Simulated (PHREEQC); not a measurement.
Make-up at 20 °C: 0.15 mol KHSO4 and 0.16 mol Al(NO3)3 per kg of water. Closed to the air; pH follows from the charge balance.

The numbers come from PHREEQC with the ion-association model, wateq4f.dat.

```tsv
quantity	before	after
pH	1.07	3.25
ionic strength (mol/kgw)	0.799	0.959
Al+3 (mol/kgw)	0.0732	0.159
AlOH+2 (mol/kgw)	2.30e-6	0.000754
SI of Gibbsite (Al(OH)3)	-7.46	-0.61
SI of Boehmite (AlOOH)	-8.00	-1.15
```

### Question
Which change was made?
(A) KHSO4 left out
(B) temperature from 20 to 15 °C
(C) diluted 5-fold with water
(D) Al(NO3)3 from 0.16 to 0.032 mol/kgw

### Answer
A, KHSO4 left out

No solid was allowed to form. The ionic strength passes 0.7 mol/kgw, the rough limit of the ion-association models, in every such run.
